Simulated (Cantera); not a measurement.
Feed: 1 mol Ta, 0.13 mol CO₂, 210 mol H₂.

These are equilibrium values from Cantera (NASA tables, ideal gas, pure condensed phases), not measurements of a reactor. Candidate condensed phases: C, C₆H₆, C₇H₈, C₈H₁₈, H₂O, Ta, TaC, Ta₂O₅; 113 gas species. Mutual solubility and eutectic melting of coexisting phases are not modelled. TaC: taken at fixed stoichiometry. Condensed phases not in the tables: Ta₂C, N, O or C dissolved in the metal. Rates play no part.

Task: What condenses at these points (T in K, P in Pa): (1498, 2.5); (1448, 63); (1748, 0.10); (1598, 63); (1798, 63); (1648, 0.50)?

Result: 
| T (K) | P in Pa | condensed phases | Ta condensed (%) |
|---|---|---|---|
| 1498 | 2.5 | Ta + Ta₂O₅ | 100.0 |
| 1448 | 63 | Ta + TaC + Ta₂O₅ | 100.0 |
| 1748 | 0.10 | Ta | 91.9 |
| 1598 | 63 | Ta + Ta₂O₅ | 100.0 |
| 1798 | 63 | Ta | 99.4 |
| 1648 | 0.50 | Ta + Ta₂O₅ | 97.0 |
